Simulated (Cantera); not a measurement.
Ignition delay

Mixture: 48.0 % H₂, 10.9 % O₂, 41.1 % N₂, equivalence ratio 2.2, at 1.48 atm, adiabatic and at constant pressure. Ignition delay is the time to a rise of 400 K.

Detailed kinetics in Cantera: the H2/O2 subset of GRI-Mech 3.0, which has no nitrogen chemistry. Below about 950 K walls govern HO2 and H2O2 in real vessels. Where the delays flatten at high temperature, the 400 K rule measures the pace of heat release, not the induction time.

| T0 (K) | delay (ms) |
|---|---|
| 900 | 200 |
| 950 | 28.4 |
| 1000 | 1.51 |
| 1050 | 0.166 |
| 1100 | 0.0821 |
| 1150 | 0.0526 |
| 1200 | 0.0375 |
| 1250 | 0.0284 |
| 1300 | 0.0225 |
| 1350 | 0.0185 |

```
Item                                                   Result
--------------------------------------------------  ---------
apparent activation energy between 1250 and 1350 K  61 kJ/mol
```
